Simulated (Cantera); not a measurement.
Mixture: 12.0 % CH₄, 0.384 % C₂H₆, 18.1 % O₂, 66.9 % N₂, 2.64 % H₂O, at 6.60 bar, adiabatic and at constant volume. Ignition delay is the time to a rise of 400 K.

Computed with Cantera and GRI-Mech 3.0 (53 species, 325 reactions).

Problem. At T0 = 1450 K, what is the delay, and which 5 reactions control it most (d ln τ / d ln k, from doubling and halving each rate constant)?

Solution. The delay is 0.272 ms.
```tsv
reaction	d ln τ / d ln k	faster rate
2 CH3 (+M) <=> C2H6 (+M)	0.35	lengthens it
H + O2 <=> O + OH	-0.34	shortens it
CH3 + O2 <=> CH3O + O	-0.33	shortens it
CH4 + H <=> CH3 + H2	0.32	lengthens it
CH3 + HO2 <=> CH3O + OH	-0.29	shortens it
```
